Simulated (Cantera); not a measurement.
What does this Cantera script print?

```python
import numpy as np
import cantera as ct

gas_names = """
    H H2 N NH NH2 NH3 N2 N2H2 N2H4 Si SiH SiH2 SiH3 SiH4 SiN Si2 Si2N Si3
""".split()
cond_names = """
    Si(cr) Si(L) Si3N4(a)
""".split()


# ... load() reads the species with a 1 bar reference pressure and builds the phases ...
atoms = {
    'SiH4': {'Si': 1, 'H': 4},
    'N2': {'N': 2},
}
top_T = {'Si3N4(a)': 2400}  # K; cautious upper limits of use, not melting points


# ... equilibrate(T, P, feed) seeds the gas with the atoms and calls Mixture.equilibrate('TP', solver="vcs", rtol=1e-11, max_steps=5000) ...
results = []
T = 1598.15  # K
P = 10000  # Pa
for m in [0.21, 0.37, 0.64, 1.1, 1.9, 3.4, 5.9, 10]:
    feed = {'SiH4': 1, 'N2': m}  # mol
    mix = equilibrate(T, P, feed)
    results.append((T, P, feed, dict(zip(mix.species_names, mix.species_moles))))
    x = sorted(zip(gas.X, gas.species_names), reverse=True)
    print(f"T = {T:g} K  P = {P:g} Pa  n(N2) = {m:g} mol  gas = {mix.phase_moles(0):.4g} mol")
    print("   x: " + "  ".join(f"{s} {v:.3e}" for v, s in x if v > 0.0001))
    print("   condensed (mol): " + ("  ".join(f"{mix.phase(i).name} {mix.phase_moles(i):.4g}"
          for i in range(1, mix.n_phases) if mix.phase_moles(i) > 1e-12) or "none"))
```

Result:

```
T = 1598.15 K  P = 10000 Pa  n(N2) = 0.21 mol  gas = 2.006 mol
   x: H2 9.969e-01  N2 2.897e-03  H 1.683e-04
   condensed (mol): Si(cr) 0.6937  Si3N4(a) 0.1021
T = 1598.15 K  P = 10000 Pa  n(N2) = 0.37 mol  gas = 2.006 mol
   x: H2 9.969e-01  N2 2.897e-03  H 1.683e-04
   condensed (mol): Si(cr) 0.4537  Si3N4(a) 0.1821
T = 1598.15 K  P = 10000 Pa  n(N2) = 0.64 mol  gas = 2.006 mol
   x: H2 9.969e-01  N2 2.897e-03  H 1.683e-04
   condensed (mol): Si(cr) 0.0487  Si3N4(a) 0.3171
T = 1598.15 K  P = 10000 Pa  n(N2) = 1.1 mol  gas = 2.434 mol
   x: H2 8.218e-01  N2 1.781e-01  H 1.528e-04
   condensed (mol): Si3N4(a) 0.3333
T = 1598.15 K  P = 10000 Pa  n(N2) = 1.9 mol  gas = 3.234 mol
   x: H2 6.184e-01  N2 3.814e-01  H 1.326e-04
   condensed (mol): Si3N4(a) 0.3333
T = 1598.15 K  P = 10000 Pa  n(N2) = 3.4 mol  gas = 4.734 mol
   x: N2 5.774e-01  H2 4.225e-01  H 1.096e-04
   condensed (mol): Si3N4(a) 0.3333
T = 1598.15 K  P = 10000 Pa  n(N2) = 5.9 mol  gas = 7.234 mol
   x: N2 7.235e-01  H2 2.764e-01
   condensed (mol): Si3N4(a) 0.3333
T = 1598.15 K  P = 10000 Pa  n(N2) = 10 mol  gas = 11.33 mol
   x: N2 8.235e-01  H2 1.764e-01
   condensed (mol): Si3N4(a) 0.3333
```

Method: chemical equilibrium by Gibbs-energy minimisation in Cantera with the NASA 1993 tables (ideal gas, pure condensed phases). Mutual solubility and eutectic melting of coexisting phases are not modelled.
